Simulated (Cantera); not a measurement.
An adiabatic, constant-volume homogeneous reactor starts with C₂H₄ : O₂ : N₂ : CO₂ = 1 : 2.73 : 10.3 : 1.1 (molar parts), at 1375 K and 3230 Torr. Integrator tolerance rtol = 1e-08.

Detailed kinetics in Cantera: GRI-Mech 3.0 (53 species, 325 reactions). GRI-Mech 3.0 was tuned for natural gas; its chemistry of ethylene as a main component is partial and can be far from experiment.

**Question.** What does this change do: initial temperature 1375 to 1100 K?

**Answer.** 
```json
[
 {"quantity": "time of steepest temperature rise", "before": "25.5 µs", "after": "13.5 ms"},
 {"quantity": "temperature at 0.200 s", "before": "2977 K", "after": "2895 K"},
 {"quantity": "equilibrium temperature", "before": "2977 K", "after": "2895 K"},
 {"quantity": "x(C₂H₄) at 0.200 s", "before": "<1e-12 (gas-phase equilibrium <1e-12)", "after": "<1e-12 (gas-phase equilibrium <1e-12)"},
 {"quantity": "x(O₂) at 0.200 s", "before": "0.0180 (gas-phase equilibrium 0.0180)", "after": "0.0137 (gas-phase equilibrium 0.0137)"},
 {"quantity": "x(CO₂) at 0.200 s", "before": "0.112 (gas-phase equilibrium 0.112)", "after": "0.126 (gas-phase equilibrium 0.126)"},
 {"quantity": "x(CO) at 0.200 s", "before": "0.0815 (gas-phase equilibrium 0.0815)", "after": "0.0698 (gas-phase equilibrium 0.0698)"},
 {"quantity": "x(CH₂) at 0.200 s", "before": "<1e-12 (gas-phase equilibrium <1e-12)", "after": "<1e-12 (gas-phase equilibrium <1e-12)"},
 {"quantity": "x(C₂H) at 0.200 s", "before": "<1e-12 (gas-phase equilibrium <1e-12)", "after": "<1e-12 (gas-phase equilibrium <1e-12)"},
 {"quantity": "x(OH) at 0.200 s", "before": "0.0157 (gas-phase equilibrium 0.0157)", "after": "0.0120 (gas-phase equilibrium 0.0120)"}
]
```

**Question.** What does this change do: pressure from 3230 Torr to 750 Torr?

**Answer.** 
```tsv
quantity	before	after
time of steepest temperature rise	25.5 µs	62.6 µs
temperature at 0.200 s	2977 K	2852 K
equilibrium temperature	2977 K	2852 K
x(C₂H₄) at 0.200 s	<1e-12 (gas-phase equilibrium <1e-12)	<1e-12 (gas-phase equilibrium <1e-12)
x(O₂) at 0.200 s	0.0180 (gas-phase equilibrium 0.0180)	0.0220 (gas-phase equilibrium 0.0220)
x(CO₂) at 0.200 s	0.112 (gas-phase equilibrium 0.112)	0.103 (gas-phase equilibrium 0.103)
x(CO) at 0.200 s	0.0815 (gas-phase equilibrium 0.0815)	0.0886 (gas-phase equilibrium 0.0886)
x(CH₂) at 0.200 s	<1e-12 (gas-phase equilibrium <1e-12)	<1e-12 (gas-phase equilibrium <1e-12)
x(C₂H) at 0.200 s	<1e-12 (gas-phase equilibrium <1e-12)	<1e-12 (gas-phase equilibrium <1e-12)
x(OH) at 0.200 s	0.0157 (gas-phase equilibrium 0.0157)	0.0177 (gas-phase equilibrium 0.0177)
```

**Question.** What does this change do: initial temperature 1375 to 1300 K?

**Answer.** 
| quantity | before | after |
|---|---|---|
| time of steepest temperature rise | 25.5 µs | 79.4 µs |
| temperature at 0.200 s | 2977 K | 2955 K |
| equilibrium temperature | 2977 K | 2955 K |
| x(C₂H₄) at 0.200 s | <1e-12 (gas-phase equilibrium <1e-12) | <1e-12 (gas-phase equilibrium <1e-12) |
| x(O₂) at 0.200 s | 0.0180 (gas-phase equilibrium 0.0180) | 0.0168 (gas-phase equilibrium 0.0168) |
| x(CO₂) at 0.200 s | 0.112 (gas-phase equilibrium 0.112) | 0.116 (gas-phase equilibrium 0.116) |
| x(CO) at 0.200 s | 0.0815 (gas-phase equilibrium 0.0815) | 0.0784 (gas-phase equilibrium 0.0784) |
| x(CH₂) at 0.200 s | <1e-12 (gas-phase equilibrium <1e-12) | <1e-12 (gas-phase equilibrium <1e-12) |
| x(C₂H) at 0.200 s | <1e-12 (gas-phase equilibrium <1e-12) | <1e-12 (gas-phase equilibrium <1e-12) |
| x(OH) at 0.200 s | 0.0157 (gas-phase equilibrium 0.0157) | 0.0147 (gas-phase equilibrium 0.0147) |
